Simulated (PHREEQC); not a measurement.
Dissolve 0.041 mol/kgw HNO3, 0.00044 mol/kgw CuSO4 and 0.28 mol/kgw KCl at 60 °C. Closed to the air; pH follows from the charge balance.

All values are PHREEQC results (ion-association model, wateq4f.dat), not measurements.

```
Property                   Value
-----------------  -------------
pH                          1.50
ionic strength     0.322 mol/kgw
activity of water          0.989
total alkalinity    -41.0 meq/kg
```

```tsv
species	molality	activity	log γ
K+	0.280	0.184	-0.181
Cl-	0.280	0.184	-0.181
NO3-	0.0410	0.0260	-0.197
H+	0.0408	0.0313	-0.114
HSO4-	0.000255	0.000173	-0.167
Cu+2	0.000221	5.83e-5	-0.579
```

Precipitation was switched off in this run. At this temperature some constants are extrapolated from 25 °C, and those without enthalpy data are left unchanged.
